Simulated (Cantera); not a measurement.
An adiabatic, constant-volume homogeneous reactor starts with CH4 : CO : O2 : N2 = 1 : 0.082 : 6 : 16.2 (molar parts), equivalence ratio 0.34, at 1673 K and 480 Torr.

Model: GRI-Mech 3.0 (53 species, 325 reactions), integrated in Cantera.

**Question.** Predict: time of steepest temperature rise; temperature at 0.800 s; equilibrium temperature; x(CO) at 0.800 s; x(O2) at 0.800 s; x(CO2) at 0.800 s; x(NO) at 0.800 s.

**Answer.** 
```json
{
 "time_of_steepest_temperature_rise": "0.283 ms",
 "temperature at 0.800 s": "2564 K",
 "equilibrium_temperature": "2564 K",
 "x(CO) at 0.800 s": "0.00536 (gas-phase equilibrium 0.00536)",
 "x(O2) at 0.800 s": "0.154 (gas-phase equilibrium 0.154)",
 "x(CO2) at 0.800 s": "0.0406 (gas-phase equilibrium 0.0406)",
 "x(NO) at 0.800 s": "0.0205 (gas-phase equilibrium 0.0205)"
}
```
